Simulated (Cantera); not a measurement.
Charge: 1 mol C3H6, 0.04 mol H2O, 8.6 mol N2, held at 650 Pa.

Equilibrium computed with Cantera from the NASA thermochemical tables; the gas is ideal and each condensed phase is pure. Candidate condensed phases: C, C6H6, C7H8, C8H18, H2O; 136 gas species. Equilibrium is a limit: real reactors are often held back by kinetics, nucleation or transport.

x: gas mole fraction; n: condensed amount in mol.

```json
[
 {"T (°C)": "252", "x N2": "0.800", "x H2": "0.113", "x CH4": "0.0828", "x H2O": "0.00369", "x CO": "[?]", "x CO2": "1.48e-5", "x NH3": "3.97e-5", "n C(graphite)": "2.11"},
 {"T (°C)": "302", "x N2": "0.770", "x H2": "0.184", "x CH4": "0.0425", "x H2O": "0.00347", "x CO": "[?]", "x CO2": "3.32e-5", "x NH3": "2.92e-5", "n C(graphite)": "2.52"},
 {"T (°C)": "352", "x N2": "0.751", "x H2": "0.229", "x CH4": "0.0165", "x H2O": "0.00304", "x CO": "[?]", "x CO2": "8.08e-5", "x NH3": "1.70e-5", "n C(graphite)": "2.81"},
 {"T (°C)": "402", "x N2": "0.742", "x H2": "0.249", "x CH4": "0.00586", "x H2O": "0.00200", "x CO": "[?]", "x CO2": "0.000118", "x NH3": "9.09e-6", "n C(graphite)": "2.92"},
 {"T (°C)": "452", "x N2": "0.739", "x H2": "0.256", "x CH4": "0.00218", "x H2O": "0.000803", "x CO": "[?]", "x CO2": "5.94e-5", "x NH3": "4.95e-6", "n C(graphite)": "2.94"},
 {"T (°C)": "502", "x N2": "0.737", "x H2": "0.259", "x CH4": "0.000889", "x H2O": "0.000240", "x CO": "0.00316", "x CO2": "1.48e-5", "x NH3": "2.84e-6", "n C(graphite)": "2.95"},
 {"T (°C)": "552", "x N2": "0.737", "x H2": "0.260", "x CH4": "0.000396", "x H2O": "7.13e-5", "x CO": "0.00335", "x CO2": "3.28e-6", "x NH3": "1.73e-6", "n C(graphite)": "2.96"},
 {"T (°C)": "602", "x N2": "0.736", "x H2": "0.260", "x CH4": "0.000192", "x H2O": "2.34e-5", "x CO": "0.00340", "x CO2": "8.08e-7", "x NH3": "1.10e-6", "n C(graphite)": "2.96"},
 {"T (°C)": "652", "x N2": "0.736", "x H2": "0.260", "x CH4": "9.98e-5", "x H2O": "8.58e-6", "x CO": "0.00342", "x CO2": "2.28e-7", "x NH3": "7.36e-7", "n C(graphite)": "2.96"},
 {"T (°C)": "702", "x N2": "0.736", "x H2": "0.260", "x CH4": "5.53e-5", "x H2O": "3.48e-6", "x CO": "0.00342", "x CO2": "7.31e-8", "x NH3": "5.11e-7", "n C(graphite)": "2.96"},
 {"T (°C)": "752", "x N2": "0.736", "x H2": "0.260", "x CH4": "3.23e-5", "x H2O": "1.54e-6", "x CO": "0.00342", "x CO2": "2.62e-8", "x NH3": "3.67e-7", "n C(graphite)": "2.96"},
 {"T (°C)": "802", "x N2": "0.736", "x H2": "0.260", "x CH4": "1.99e-5", "x H2O": "7.32e-7", "x CO": "0.00342", "x CO2": "1.04e-8", "x NH3": "2.71e-7", "n C(graphite)": "2.96"},
 {"T (°C)": "852", "x N2": "0.736", "x H2": "0.260", "x CH4": "1.27e-5", "x H2O": "3.72e-7", "x CO": "0.00342", "x CO2": "4.46e-9", "x NH3": "2.06e-7", "n C(graphite)": "2.96"},
 {"T (°C)": "902", "x N2": "0.736", "x H2": "0.260", "x CH4": "8.43e-6", "x H2O": "2.01e-7", "x CO": "0.00342", "x CO2": "2.06e-9", "x NH3": "1.59e-7", "n C(graphite)": "2.96"}
]
```

Q: Complete the blanks.

A: 
- 252, x CO: 5.23e-6
- 302, x CO: 4.42e-5
- 352, x CO: 0.000294
- 402, x CO: 0.00122
- 452, x CO: 0.00251
